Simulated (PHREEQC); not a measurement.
Sulfide liquor

Make-up at 25 °C: 6.2 mmol/kgw NH4HS, 0.12 mmol/kgw HCl and 0.038 mmol/kgw FeSO4. Closed to the air; pH follows from the charge balance.

Equilibrium calculation in PHREEQC: ion-association model, phreeqc.dat.

```json
{
 "pH": "8.02",
 "ionic_strength": "0.00592 mol/kgw",
 "specific_conductance": "775 µS/cm",
 "total_alkalinity": "6.08 meq/kg"
}
```

```json
[
 {"species": "NH4+", "molality": "0.00588", "activity": "0.00540", "log γ": "-0.037"},
 {"species": "HS-", "molality": "0.00567", "activity": "0.00522", "log γ": "-0.036"},
 {"species": "H2S", "molality": "0.000440", "activity": "0.000440", "log γ": "0.001"},
 {"species": "NH3", "molality": "0.000318", "activity": "0.000319", "log γ": "0.001"},
 {"species": "Cl-", "molality": "0.000120", "activity": "0.000111", "log γ": "-0.036"},
 {"species": "SO4-2", "molality": "3.60e-5", "activity": "2.61e-5", "log γ": "-0.140"},
 {"species": "Fe(HS)2", "molality": "2.35e-5", "activity": "2.35e-5", "log γ": "0.001"}
]
```

This is a speciation only: nothing precipitates in the calculation. The solution is supersaturated, for example in Mackinawite, FeS(ppt), so a real one may precipitate; this is no full list.
